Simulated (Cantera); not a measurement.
An isothermal, constant-pressure homogeneous reactor starts with H2 : O2 : N2 = 0.024 : 1 : 0.24 (molar parts), equivalence ratio 0.012, at 1175 K and 20.0 Torr.

Model: GRI-Mech 3.0 (53 species, 325 reactions), integrated in Cantera. Radical loss at walls, strong at low pressure, is not modelled.

Q: Predict: x(H2) at 1.00 s; x(O2) at 1.00 s; x(H2O) at 1.00 s; x(OH) at 1.00 s; x(NO) at 1.00 s.

A: 
```json
{
  "x(H2) at 1.00 s": "3.02e-7 (gas-phase equilibrium 9.94e-10)",
  "x(O2) at 1.00 s": "0.789 (gas-phase equilibrium 0.789)",
  "x(H2O) at 1.00 s": "0.0191 (gas-phase equilibrium 0.0192)",
  "x(OH) at 1.00 s": "5.45e-5 (gas-phase equilibrium 3.20e-6)",
  "x(NO) at 1.00 s": "5.14e-8 (gas-phase equilibrium 0.000155)"
}
```
